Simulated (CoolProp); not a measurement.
Values from CoolProp's reference Helmholtz-energy equation of state, Kamei 1995.

Task: For R22, give the phase and the cv (kJ/(kg K)), speed of sound (m/s), expansivity (1/kK), viscosity (µPa s) at 121.55 °C and 49.9 MPa.

Result: 
- 121.55 °C and 49.9 MPa: supercritical; cv 0.770, speed of sound 624, expansivity 1.89, viscosity 121

Viscosity comes from a separate model (Bell 2016), an estimate that may be off by 10 % or more.
